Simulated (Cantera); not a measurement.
**Equilibrium for hydrogen reduction and annealing atmospheres: V2O5 + H2 + N2**

Charge: 1 mol V2O5, 1.2 mol H2, 2.6 mol N2, held at 1.33 mbar.

Cantera equilibrium calculation (NASA polynomials, part measured and part estimated; ideal gas, pure solids and liquids). Candidate condensed phases: H2O, V, VN, VO, V2O3, V2O4, V2O5; 28 gas species. Mutual solubility and eutectic melting of coexisting phases are not modelled. Condensed phases not in the tables: the oxides between V2O3 and V2O5 other than VO2. Rates play no part.

| T (K) | x N2 | x H2O | x VO2 | x O2 | x H2 | x OH | x H | x O | n V2O3(s) | n V2O4(s) | n V2O4(l) |
|---|---|---|---|---|---|---|---|---|---|---|---|
| 1700 | 0.677 | 0.309 | 0.00472 | 0.00507 | 0.00239 | 0.00132 | 0.000197 | 8.72e-5 | 0.234 | 0.757 | 0 |
| 1725 | 0.673 | 0.307 | 0.00742 | 0.00756 | 0.00251 | 0.00172 | 0.000255 | 0.000138 | 0.254 | 0.731 | 0 |
| 1750 | 0.667 | 0.304 | 0.0115 | 0.0112 | 0.00263 | 0.00221 | 0.000327 | 0.000216 | 0.284 | 0.693 | 0 |
| 1775 | 0.659 | 0.300 | 0.0176 | 0.0163 | 0.00274 | 0.00283 | 0.000415 | 0.000335 | 0.328 | 0.638 | 0 |
| 1800 | 0.647 | 0.294 | 0.0266 | 0.0235 | 0.00283 | 0.00358 | 0.000522 | 0.000511 | 0.391 | 0.556 | 0 |
| 1825 | 0.632 | 0.287 | 0.0391 | 0.0315 | 0.00300 | 0.00441 | 0.000660 | 0.000747 | 0.464 | 0 | 0.456 |
| 1850 | 0.617 | 0.279 | 0.0550 | 0.0365 | 0.00339 | 0.00522 | 0.000859 | 0.00101 | 0.514 | 0 | 0.370 |
| 1875 | 0.598 | 0.269 | 0.0764 | 0.0421 | 0.00378 | 0.00612 | 0.00110 | 0.00135 | 0.575 | 0 | 0.259 |
| 1900 | 0.573 | 0.257 | 0.105 | 0.0483 | 0.00416 | 0.00710 | 0.00140 | 0.00180 | 0.650 | 0 | 0.111 |
| 1925 | 0.549 | 0.244 | 0.139 | 0.0485 | 0.00486 | 0.00792 | 0.00183 | 0.00222 | 0.672 | 0 | 0 |
| 1950 | 0.533 | 0.235 | 0.172 | 0.0386 | 0.00641 | 0.00836 | 0.00251 | 0.00243 | 0.582 | 0 | 0 |
| 1975 | 0.515 | 0.224 | 0.207 | 0.0285 | 0.00865 | 0.00859 | 0.00349 | 0.00255 | 0.479 | 0 | 0 |
| 2000 | 0.498 | 0.211 | 0.242 | 0.0192 | 0.0121 | 0.00856 | 0.00489 | 0.00254 | 0.369 | 0 | 0 |
x: gas mole fraction; n: condensed amount in mol.

From 1700 K to 1800 K the condensed part is V2O3(s) + V2O4(s). From 1825 K to 1900 K the condensed part is V2O3(s) + V2O4(l). From 1925 K to 2000 K the condensed part is V2O3(s). The main V-bearing gas is VO2 throughout. The share of V in condensed phases is highest at 1700 K (99.1 %) and lowest at 2000 K (36.9 %).
